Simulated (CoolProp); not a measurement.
Hexamethyldisiloxane (MM) along the isotherm 474.4 K: fugacity coefficient from the reference equation and from simpler models built on Tc = 518.7 K, pc = 1931 kPa, ω = 0.418; each cubic takes its own stable root.

Values from CoolProp's reference Helmholtz-energy equation of state, Thol 2016.

```json
[
 {"p (kPa)": "263", "phase": "gas", "reference": "0.9340", "van der Waals": "0.9501", "Redlich-Kwong": "___", "Soave-Redlich-Kwong": "0.9369", "Peng-Robinson": "0.9316"},
 {"p (kPa)": "527", "phase": "gas", "reference": "0.8684", "van der Waals": "0.9001", "Redlich-Kwong": "___", "Soave-Redlich-Kwong": "0.8744", "Peng-Robinson": "0.8646"},
 {"p (kPa)": "790", "phase": "gas", "reference": "0.8029", "van der Waals": "0.8500", "Redlich-Kwong": "0.8236", "Soave-Redlich-Kwong": "0.8121", "Peng-Robinson": "0.7986"},
 {"p (kPa)": "1050", "phase": "liquid", "reference": "0.6910", "van der Waals": "0.7996", "Redlich-Kwong": "0.7653", "Soave-Redlich-Kwong": "0.7131", "Peng-Robinson": "0.6936"},
 {"p (kPa)": "1320", "phase": "liquid", "reference": "___", "van der Waals": "0.7448", "Redlich-Kwong": "0.6567", "Soave-Redlich-Kwong": "0.5812", "Peng-Robinson": "0.5637"},
 {"p (kPa)": "1580", "phase": "liquid", "reference": "0.4786", "van der Waals": "0.6474", "Redlich-Kwong": "___", "Soave-Redlich-Kwong": "0.4968", "Peng-Robinson": "0.4806"},
 {"p (kPa)": "1840", "phase": "liquid", "reference": "0.4193", "van der Waals": "0.5743", "Redlich-Kwong": "0.4949", "Soave-Redlich-Kwong": "0.4364", "Peng-Robinson": "0.4211"},
 {"p (kPa)": "2110", "phase": "liquid", "reference": "___", "van der Waals": "0.5176", "Redlich-Kwong": "0.4424", "Soave-Redlich-Kwong": "0.3895", "Peng-Robinson": "0.3749"},
 {"p (kPa)": "2370", "phase": "liquid", "reference": "0.3390", "van der Waals": "0.4753", "Redlich-Kwong": "0.4032", "Soave-Redlich-Kwong": "0.3546", "Peng-Robinson": "0.3404"},
 {"p (kPa)": "2630", "phase": "liquid", "reference": "0.3116", "van der Waals": "0.4416", "Redlich-Kwong": "0.3719", "Soave-Redlich-Kwong": "___", "Peng-Robinson": "0.3127"},
 {"p (kPa)": "2900", "phase": "liquid", "reference": "0.2884", "van der Waals": "___", "Redlich-Kwong": "0.3454", "Soave-Redlich-Kwong": "0.3029", "Peng-Robinson": "0.2893"}
]
```

Q: Complete the blanks.

A: 
- 263, Redlich-Kwong: 0.9406
- 527, Redlich-Kwong: 0.8818
- 1320, reference: 0.5614
- 1580, Redlich-Kwong: 0.5624
- 2110, reference: 0.3733
- 2630, Soave-Redlich-Kwong: 0.3266
- 2900, van der Waals: 0.4132

At some of these states van der Waals, Redlich-Kwong gives the other phase, because its saturation line lies elsewhere.
